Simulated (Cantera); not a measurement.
Input: 1 mol TiC, 0.023 mol N2, 0.0048 mol C, at 35.0 Pa.

Equilibrium computed with Cantera from the NASA thermochemical tables; the gas is ideal and each condensed phase is pure. Candidate condensed phases: C, Ti, TiC, TiN; 13 gas species. TiC: taken at fixed stoichiometry. The numbers say what is thermodynamically allowed, not how fast it happens.

x: gas mole fraction; n: condensed amount in mol.

```json
[
 {"T (K)": "1500", "x N2": "1.00", "x Ti": "5.16e-12", "x C3": "<1e-12", "x CN": "4.87e-9", "x C": "<1e-12", "x C2": "<1e-12", "n C(graphite)": "0.00480", "n TiC(s)": "1.00"},
 {"T (K)": "1700", "x N2": "1.00", "x Ti": "2.32e-9", "x C3": "1.28e-11", "x CN": "2.99e-7", "x C": "4.30e-11", "x C2": "1.05e-12", "n C(graphite)": "0.00480", "n TiC(s)": "1.00"},
 {"T (K)": "1900", "x N2": "1.000", "x Ti": "…", "x C3": "…", "x CN": "…", "x C": "…", "x C2": "…", "n C(graphite)": "0.00480", "n TiC(s)": "1.00"},
 {"T (K)": "2100", "x N2": "1.000", "x Ti": "…", "x C3": "…", "x CN": "…", "x C": "…", "x C2": "…", "n C(graphite)": "0.00480", "n TiC(s)": "1.00"},
 {"T (K)": "2300", "x N2": "0.999", "x Ti": "0.000336", "x C3": "4.78e-5", "x CN": "0.000903", "x C": "2.39e-5", "x C2": "4.24e-6", "n C(graphite)": "0.00478", "n TiC(s)": "1.000"},
 {"T (K)": "2500", "x N2": "0.988", "x Ti": "0.00488", "x C3": "0.00142", "x CN": "0.00547", "x C": "0.000476", "x C2": "0.000131", "n C(graphite)": "0.00467", "n TiC(s)": "1.000"},
 {"T (K)": "2700", "x N2": "0.894", "x Ti": "0.0473", "x C3": "0.0251", "x CN": "0.0242", "x C": "0.00605", "x C2": "0.00241", "n C(graphite)": "0.00316", "n TiC(s)": "0.999"},
 {"T (K)": "2900", "x N2": "0.331", "x Ti": "0.438", "x C3": "0.129", "x CN": "0.0420", "x C": "0.0411", "x C2": "0.0170", "n C(graphite)": "0", "n TiC(s)": "0.971"}
]
```

Problem. Some entries are withheld; supply them.

Solution. 
- 2100, x Ti: 1.37e-5
- 2100, x C3: 8.25e-7
- 2100, x CN: 0.000105
- 2100, x C: 6.77e-7
- 2100, x C2: 7.08e-8
- 1900, x Ti: 2.84e-7
- 1900, x C3: 5.90e-9
- 1900, x CN: 7.63e-6
- 1900, x C: 9.00e-9
- 1900, x C2: 4.92e-10
